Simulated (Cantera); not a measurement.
Charge: 1 mol SiHCl3, 0.15 mol NH3, 1.9 mol N2, at 2075 K and 7.30 Pa.

These are equilibrium values from Cantera (NASA tables, ideal gas, pure condensed phases), not measurements of a reactor. Candidate condensed phases: NH4Cl, Si, Si3N4; 28 gas species. The tables' values for SiCl, SiCl3, SiN are old estimates; treat these amounts as uncertain. The numbers say what is thermodynamically allowed, not how fast it happens.

Base state: N2 0.370, Cl 0.202, HCl 0.155, SiCl2 0.0959, Si 0.0786, H 0.0548, H2 0.0309, SiCl 0.0124 (mole fractions); condensed: gas only.

**Question.** What changes in the equilibrium state with this change: NH3 from 0.15 to 34 mol?

**Answer.** 
```json
[
 {"species": "H2", "before": "0.0309", "after": "0.501"},
 {"species": "N2", "before": "0.370", "after": "0.230"},
 {"species": "H", "before": "0.0548", "after": "0.221"},
 {"species": "Cl", "before": "0.202", "after": "0.00890"},
 {"species": "SiCl2", "before": "0.0959", "after": "2.82e-5"},
 {"species": "SiCl", "before": "0.0124", "after": "8.31e-5"},
 {"species": "Si", "before": "0.0786", "after": "0.0120"},
 {"species": "HCl", "before": "0.155", "after": "0.0274"},
 {"species": "SiCl3", "before": "0.000128", "after": "1.66e-9"},
 {"species": "Si2", "before": "5.46e-5", "after": "1.27e-6"},
 {"species": "SiN", "before": "8.95e-5", "after": "1.07e-5"}
]
```
The tables' values for SiCl, SiN are old estimates; treat these amounts as uncertain.
